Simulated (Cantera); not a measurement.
Mixture: H₂ : O₂ : N₂ = 1 : 0.532 : 2 (molar parts), at 9.87 atm, adiabatic and at constant pressure. Ignition delay is the time to a rise of 400 K.

Computed with Cantera and the H2/O2 subset of GRI-Mech 3.0, which has no nitrogen chemistry. The hydrogen kinetics of GRI-Mech 3.0 are dated; newer H2 mechanisms differ, most at raised pressure.

At T0 = 1175 K, what is the delay, and which 7 reactions control it most (d ln τ / d ln k, from doubling and halving each rate constant)?

The delay is 0.136 ms.
```tsv
reaction	d ln τ / d ln k	faster rate
H + O2 <=> O + OH	-2.71	shortens it
H + O2 + N2 <=> HO2 + N2	1.14	lengthens it
H + O2 + M <=> HO2 + M	0.87	lengthens it
H + H2O2 <=> H2 + HO2	-0.47	shortens it
2 OH (+M) <=> H2O2 (+M)	-0.32	shortens it
H + HO2 <=> 2 OH	-0.28	shortens it
H + O2 + O2 <=> HO2 + O2	0.24	lengthens it
```
